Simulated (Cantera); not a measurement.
# Equilibrium for hydrogen reduction and annealing atmospheres: SiO2 + H2 + N2

Feed: 1 mol SiO2, 2.2 mol H2, 2 mol N2, equilibrated at 1448 K and 133 Pa.

Cantera equilibrium calculation (NASA polynomials, part measured and part estimated; ideal gas, pure solids and liquids). Candidate condensed phases: H2O, Si, SiO2, Si2N2O, Si3N4; 35 gas species. The tables hold silica as quartz up to 1696 K and as liquid above; real silica turns to tridymite and cristobalite and melts near 1996 K. Kinetics and transport are ignored.

| Property | Value |
|---|---|
| x(H2) | 0.523 |
| x(N2) | 0.476 |
| x(SiO) | 0.000376 |
| x(H2O) | 0.000376 |
| x(H) | 0.000183 |
| n(SiO2(β-quartz)) | 0.998 mol |
| gas amount | 4.202 mol |
| log10 activity of Si(s) (absent) | -5.18 |
